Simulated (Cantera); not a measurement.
# Hydrocarbon pyrolysis for carbon deposition

A perfectly stirred reactor is fed with 27.8 % CH4, 72.2 % H2, at 0.000130 bar; it is held at 1648 K, and followed from long to short residence time.

Computed with Cantera and GRI-Mech 3.0 (53 species, 325 reactions). GRI-Mech 3.0 stops at C3 and has no aromatics, soot or wall deposition, so with more carbon than oxygen in the feed, carbon stays in small species such as C2H2 where larger ones or solid carbon would form. Radical loss at walls, strong at low pressure, is not modelled.

```json
[
 {"τ (s)": "3.7", "x CH4": "0.243", "x H2": "0.741", "x CH2": "1.03e-6", "x C2H2": "0.0102", "x CH3": "0.00284", "x C2H6": "2.28e-5", "x C2H4": "0.00251"},
 {"τ (s)": "1.3", "x CH4": "0.275", "x H2": "0.723", "x CH2": "1.48e-7", "x C2H2": "0.000233", "x CH3": "0.001000", "x C2H6": "3.71e-6", "x C2H4": "0.000363"},
 {"τ (s)": "0.43", "x CH4": "0.277", "x H2": "0.722", "x CH2": "1.53e-8", "x C2H2": "2.18e-6", "x CH3": "0.000305", "x C2H6": "3.49e-7", "x C2H4": "1.64e-5"},
 {"τ (s)": "0.15", "x CH4": "0.278", "x H2": "0.722", "x CH2": "1.87e-9", "x C2H2": "2.86e-8", "x CH3": "0.000105", "x C2H6": "3.39e-8", "x C2H4": "7.41e-7"},
 {"τ (s)": "0.051", "x CH4": "0.278", "x H2": "0.722", "x CH2": "2.11e-10", "x C2H2": "3.52e-10", "x CH3": "3.56e-5", "x C2H6": "2.38e-9", "x C2H4": "2.88e-8"},
 {"τ (s)": "0.017", "x CH4": "0.278", "x H2": "0.722", "x CH2": "2.14e-11", "x C2H2": "3.85e-12", "x CH3": "1.17e-5", "x C2H6": "1.12e-10", "x C2H4": "9.71e-10"},
 {"τ (s)": "0.0059", "x CH4": "0.278", "x H2": "0.722", "x CH2": "2.09e-12", "x C2H2": "<1e-12", "x CH3": "3.92e-6", "x C2H6": "4.18e-12", "x C2H4": "3.14e-11"}
]
```
x: mole fraction; the columns are a selection and need not sum to one.
